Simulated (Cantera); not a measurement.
## Thermodynamics of roasting and sulfation, feed FeS2 + H2S + N2

A closed system holds: 1 mol FeS2, 0.15 mol H2S, 1.8 mol N2, held at 41.0 mbar.

These are equilibrium values from Cantera (NASA tables, ideal gas, pure condensed phases), not measurements of a reactor. Candidate condensed phases: Fe, FeS, FeS2, S; 16 gas species. FeS: taken at fixed stoichiometry. Equilibrium is a limit: real reactors are often held back by kinetics, nucleation or transport.

| T (K) | x N2 | x S2 | x H2 | x H2S | x SH | x S | x H | x Fe | n FeS(s) | n FeS(l) |
|---|---|---|---|---|---|---|---|---|---|---|
| 1348 | 0.722 | 0.217 | 0.0337 | 0.0262 | 0.000708 | 1.32e-5 | 2.10e-6 | 1.13e-9 | 1.00 | 0 |
| 1398 | 0.721 | 0.219 | 0.0376 | 0.0220 | 0.000951 | 2.64e-5 | 4.53e-6 | 6.62e-9 | 1.00 | 0 |
| 1448 | 0.719 | 0.220 | 0.0410 | 0.0184 | 0.00124 | 5.05e-5 | 9.21e-6 | 3.42e-8 | 1.00 | 0 |
| 1498 | 0.718 | 0.221 | 0.0438 | 0.0153 | 0.00158 | 9.23e-5 | 1.78e-5 | 1.49e-7 | 0 | 1.00 |
| 1548 | 0.717 | 0.222 | 0.0460 | 0.0127 | 0.00197 | 0.000162 | 3.26e-5 | 5.72e-7 | 0 | 1.000 |
| 1598 | 0.717 | 0.222 | 0.0479 | 0.0106 | 0.00241 | 0.000276 | 5.75e-5 | 2.02e-6 | 0 | 1.000 |
| 1648 | 0.716 | 0.223 | 0.0493 | 0.00890 | 0.00289 | 0.000453 | 9.76e-5 | 6.58e-6 | 0 | 1.000 |
x: gas mole fraction; n: condensed amount in mol.

From 1348 K to 1448 K the condensed part is FeS(s). From 1498 K to 1648 K the condensed part is FeS(l).
